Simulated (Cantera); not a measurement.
What does this Cantera script print?

```python
import numpy as np
import cantera as ct

gas = ct.Solution("gri30.yaml")
gas.TPX = 525, 830000, {'C3H8': 1, 'O2': 5.21, 'N2': 18.2, 'H2': 0.94}
flame = ct.FreeFlame(gas, width=0.0091)
flame.set_refine_criteria(ratio=3, slope=0.08, curve=0.16)
flame.transport_model = "mixture-averaged"
flame.solve(loglevel=0, auto=True)
z, T = flame.grid, flame.T
thick = (T[-1] - T[0]) / np.gradient(T, z).max()
show = ['C3H8', 'O2', 'CH4', 'C2H', 'H2', 'HCO']
print(f"laminar burning velocity  {flame.velocity[0] * 100:.3f} cm/s")
print(f"burnt temperature         {T[-1]:.1f} K")
print(f"thermal thickness         {thick * 1e3:.4f} mm")
print(f"grid points               {len(z)}")
z0 = z[flame.heat_release_rate.argmax()]
print(f"{'z/mm':>9s}{'T/K':>9s}{'u/(m/s)':>9s}" + "".join(f"{s:>11s}" for s in show))
rows = []
for k in (-3, -2, -1.5, -1, -0.5, -0.25, 0, 0.25, 0.5, 1, 2, 4, 8):
    zz = z0 + k * thick
    rows.append([k * thick, np.interp(zz, z, T), np.interp(zz, z, flame.velocity),
                 *(np.interp(zz, z, flame.X[gas.species_index(s)]) for s in show)])
    print(f"{rows[-1][0] * 1e3:9.3f}{rows[-1][1]:9.1f}{rows[-1][2]:9.3f}" + "".join(f"{x:11.3e}" for x in rows[-1][3:]))
```

Output:

```
laminar burning velocity  94.400 cm/s
burnt temperature         2523.3 K
thermal thickness         0.0431 mm
grid points               152
     z/mm      T/K  u/(m/s)       C3H8         O2        CH4        C2H         H2        HCO
   -0.129    525.2    0.944  3.946e-02  2.056e-01  6.761e-07  2.111e-26  3.672e-02  4.936e-19
   -0.086    526.8    0.946  3.948e-02  2.056e-01  7.854e-06  5.107e-23  3.599e-02  6.382e-16
   -0.065    533.7    0.958  3.949e-02  2.052e-01  3.699e-05  1.064e-20  3.506e-02  1.059e-13
   -0.043    584.0    1.050  3.918e-02  2.010e-01  2.485e-04  4.831e-17  3.316e-02  1.365e-10
   -0.022    952.5    1.746  3.068e-02  1.649e-01  1.797e-03  3.483e-11  3.001e-02  4.318e-07
   -0.011   1393.4    2.624  1.257e-02  1.187e-01  3.437e-03  2.894e-08  2.826e-02  1.761e-05
    0.000   1843.9    3.544  4.519e-04  6.714e-02  2.432e-03  2.198e-06  2.407e-02  6.659e-05
    0.011   2073.6    3.987  3.893e-07  3.630e-02  3.900e-04  2.717e-06  1.755e-02  2.157e-05
    0.022   2169.3    4.150  4.545e-11  2.367e-02  2.878e-05  2.744e-07  1.411e-02  2.643e-06
    0.043   2271.6    4.312  1.149e-17  1.561e-02  1.372e-07  8.360e-10  1.248e-02  2.622e-07
    0.086   2371.8    4.472  3.242e-26  1.077e-02  2.608e-11  9.209e-14  1.097e-02  1.220e-07
    0.173   2449.3    4.597  1.395e-35  7.296e-03  1.518e-14  2.009e-18  9.138e-03  5.834e-08
    0.345   2497.5    4.672  2.094e-36  4.989e-03  8.085e-15  2.518e-20  7.835e-03  3.223e-08
```

Cantera simulation using GRI-Mech 3.0 (53 species, 325 reactions); the numbers are that mechanism's predictions, not measurements. GRI-Mech 3.0 was tuned for natural gas; its chemistry of propane as a main component is partial and can be far from experiment. Burning velocities carry a grid error of a few per cent, more on coarse grids.
